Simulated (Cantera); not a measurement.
What does this Cantera script print?

```python
import numpy as np
import cantera as ct

gas = ct.Solution("gri30.yaml")
gas.TPX = 1923, 14000, {'CH4': 1, 'H2O': 2.2, 'H2': 0.51}
reactor = ct.IdealGasConstPressureReactor(gas, energy="off", clone=False)
net = ct.ReactorNet([reactor])
net.rtol, net.atol = 1e-08, 1e-18
show = ['CH4', 'H2O', 'H2', 'C2H', 'CH2CO', 'HCO', 'CH3']
times = np.geomspace(2e-05, 80, 14)

steps = ct.SolutionArray(gas, extra=["t"])
rows = []
print(f"{'t/s':>10s}{'T/K':>9s}{'P/Pa':>11s}" + "".join(f"{s:>11s}" for s in show))
for t in times:
    while net.time < t:
        t_next = net.step()
        steps.append(gas.state, t=t_next)
    rows.append([np.interp(t, steps.t, y) for y in (steps.T, steps.P, *steps(*show).X.T)])
    print(f"{t:10.3e}{rows[-1][0]:9.1f}{rows[-1][1]:11.4g}" + "".join(f"{x:11.3e}" for x in rows[-1][2:]))
rate = np.gradient(steps.T, steps.t)
print("integrator steps:", len(steps.t))
if steps.T.max() > steps.T[0] + 200:
    print(f"time of steepest temperature rise: {steps.t[rate.argmax()]:.4e} s")
gas.TPX = 1923, 14000, {'CH4': 1, 'H2O': 2.2, 'H2': 0.51}
gas.equilibrate("TP")
print(f"equilibrium (TP): T = {gas.T:.1f} K  " + "  ".join(f"{s} {gas[s].X[0]:.3e}" for s in show))
```

It prints:

```
       t/s      T/K       P/Pa        CH4        H2O         H2        C2H      CH2CO        HCO        CH3
 2.000e-05   1923.0    1.4e+04  2.682e-01  5.926e-01  1.380e-01  2.265e-13  6.417e-13  1.935e-10  1.161e-03
 6.440e-05   1923.0    1.4e+04  2.648e-01  5.917e-01  1.395e-01  1.033e-10  8.066e-10  1.477e-08  3.628e-03
 2.074e-04   1923.0    1.4e+04  2.440e-01  5.851e-01  1.546e-01  4.154e-08  8.786e-07  4.735e-07  9.174e-03
 6.677e-04   1923.0    1.4e+04  1.524e-01  5.404e-01  2.535e-01  1.403e-06  7.215e-05  7.901e-07  8.363e-03
 2.150e-03   1923.0    1.4e+04  6.324e-02  4.839e-01  3.645e-01  3.240e-06  1.613e-04  4.082e-07  3.832e-03
 6.923e-03   1923.0    1.4e+04  2.153e-02  4.338e-01  4.338e-01  4.088e-06  1.600e-04  2.090e-07  1.532e-03
 2.229e-02   1923.0    1.4e+04  1.229e-02  3.608e-01  4.959e-01  2.976e-06  9.468e-05  1.221e-07  8.780e-04
 7.178e-02   1923.0    1.4e+04  7.703e-03  2.712e-01  5.658e-01  1.197e-06  3.058e-05  6.463e-08  5.026e-04
 2.311e-01   1923.0    1.4e+04  2.446e-03  2.099e-01  6.146e-01  1.569e-07  3.379e-06  3.025e-08  1.508e-04
 7.442e-01   1923.0    1.4e+04  1.523e-05  1.979e-01  6.251e-01  1.152e-10  3.231e-09  1.939e-08  9.586e-07
 2.396e+00   1923.0    1.4e+04  2.700e-10  1.979e-01  6.251e-01  1.400e-18  1.865e-14  1.954e-08  1.723e-11
 7.716e+00   1923.0    1.4e+04  2.700e-10  1.979e-01  6.251e-01  1.400e-18  1.865e-14  1.954e-08  1.723e-11
 2.485e+01   1923.0    1.4e+04  2.700e-10  1.979e-01  6.251e-01  1.400e-18  1.865e-14  1.954e-08  1.723e-11
 8.000e+01   1923.0    1.4e+04  2.700e-10  1.979e-01  6.251e-01  1.400e-18  1.865e-14  1.954e-08  1.723e-11
integrator steps: 1624
equilibrium (TP): T = 1923.0 K  CH4 3.282e-10  H2O 1.979e-01  H2 6.251e-01  C2H 1.698e-18  CH2CO 2.262e-14  HCO 1.954e-08  CH3 2.094e-11
```

Computed with Cantera and GRI-Mech 3.0 (53 species, 325 reactions).
